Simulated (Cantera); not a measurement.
Cantera run:

```python
import numpy as np
import cantera as ct

gas_names = """
    H HI H2 I I2 Na NaH NaI Na2
""".split()
cond_names = """
    I2(cr) I2(L) Na(cr) Na(L) NaI(s) NaI(L)
""".split()


def load(file, names, dense=False):
    # The tables refer to 1 bar. Condensed volumes are neglected.
    table = {s.name: s for s in ct.Species.list_from_file(file)}
    out = []
    for n in names:
        d = dict(table[n].input_data)
        d["thermo"] = dict(d["thermo"], **{"reference-pressure": 1e5})
        if dense:
            d["equation-of-state"] = {"model": "constant-volume", "density": "1e6 g/cm^3"}
        out.append(ct.Species.from_dict(d))
    return out


gas = ct.Solution(thermo="ideal-gas", species=load("nasa_gas.yaml", gas_names))
cond = {s.name: ct.Solution(thermo="fixed-stoichiometry", species=[s], name=s.name)
        for s in load("nasa_condensed.yaml", cond_names, dense=True)}
atoms = {
    'NaI': {'Na': 1, 'I': 1},
    'H2': {'H': 2},
}
top_T = {}  # K; cautious upper limits of use, not melting points


def equilibrate(T, P, feed):
    n = {}
    for name, mol in feed.items():
        for a, k in atoms[name].items():
            n[a] = n.get(a, 0.0) + k * mol
    gas.TPX = T, P, n
    mass = sum(n.values()) * gas.mean_molecular_weight
    gas.equilibrate("TP")
    valid = [c for c in cond.values() if c.min_temp <= T <= top_T.get(c.name, c.max_temp)]
    mix = ct.Mixture([(gas, mass / gas.mean_molecular_weight)] + [(c, 0.0) for c in valid])
    mix.T, mix.P = T, P
    mix.equilibrate("TP", solver="vcs", rtol=1e-11, max_steps=5000)
    return mix


results = []
T = 2173.15  # K
P = 1333.22  # Pa
for m in [17, 54, 91, 130, 160, 200, 240, 270]:
    feed = {'NaI': 1, 'H2': m}  # mol
    mix = equilibrate(T, P, feed)
    results.append((T, P, feed, dict(zip(mix.species_names, mix.species_moles))))

top = {s: max(r[3][s] / sum(r[3][g] for g in gas_names) for r in results) for s in gas_names}
cols = sorted((s for s in top if top[s] > 0.001), key=lambda s: -top[s])[:6]
seen = [c for c in cond_names if any(r[3].get(c, 0) > 1e-12 for r in results)]
print("log10 of partial pressures in bar; condensed amounts in mol")
print(f"{'n(H2)':>10s}" + "".join(f"{s[:9]:>10s}" for s in cols + seen))
for T, P, feed, n in results:
    ng = sum(n[g] for g in gas_names)
    print(f"{feed['H2']:10.4g}" + "".join(f"{np.log10(max(n[s] / ng * P / 1e5, 1e-99)):10.3f}" for s in cols)
          + "".join(f"{n.get(c, 0):10.4g}" for c in seen))
```

It prints:

```
log10 of partial pressures in bar; condensed amounts in mol
     n(H2)        H2        Na         I         H       NaI        HI
        17    -1.938    -3.243    -3.260    -3.285    -3.912    -4.628
        54    -1.908    -3.665    -3.684    -3.270    -4.758    -5.037
        91    -1.902    -3.874    -3.892    -3.267    -5.175    -5.243
       130    -1.900    -4.020    -4.039    -3.266    -5.467    -5.388
       160    -1.899    -4.106    -4.125    -3.265    -5.640    -5.473
       200    -1.898    -4.200    -4.218    -3.265    -5.827    -5.566
       240    -1.897    -4.277    -4.295    -3.264    -5.981    -5.643
       270    -1.896    -4.327    -4.345    -3.264    -6.080    -5.693
```

Cantera equilibrium calculation (NASA polynomials, part measured and part estimated; ideal gas, pure solids and liquids). Gases not in the tables: NaBr and NaI dimers.
